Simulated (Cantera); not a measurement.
**Equilibrium for oxide etching and cleaning by halides: CuO + HF + H2**

Feed: 1 mol CuO, a varied amount of HF, 4.8 mol H2, at 425 °C and 0.0555 Torr.

Cantera equilibrium calculation (NASA polynomials, part measured and part estimated; ideal gas, pure solids and liquids). Candidate condensed phases: Cu, CuF2, CuO, Cu(OH)2, Cu2O, H2O; 27 gas species. Kinetics and transport are ignored.

```
n(HF) (mol)  log p HF  log p H2  log p H2O  log p H2F2  n Cu(s)
-----------  --------  --------  ---------  ----------  -------
1.1             -4.86     -4.32      -4.90      -13.46     1.00
1.5             -4.75     -4.35      -4.93      -13.25     1.00
2               -4.66     -4.38      -4.96      -13.06     1.00
2.8             -4.56     -4.43      -5.01      -12.87     1.00
3.9             -4.48     -4.49      -5.07      -12.70     1.00
5.4             -4.41     -4.56      -5.14      -12.55     1.00
7.6             -4.34     -4.64      -5.22      -12.42     1.00
10              -4.30     -4.72      -5.30      -12.34     1.00
15              -4.25     -4.85      -5.43      -12.24     1.00
20              -4.22     -4.95      -5.53      -12.19     1.00
28              -4.20     -5.07      -5.65      -12.14     1.00
```
log p: log10 of the partial pressure in bar; n: condensed amount in mol.

From 1.1 mol HF to 28 mol HF the condensed part is Cu(s).
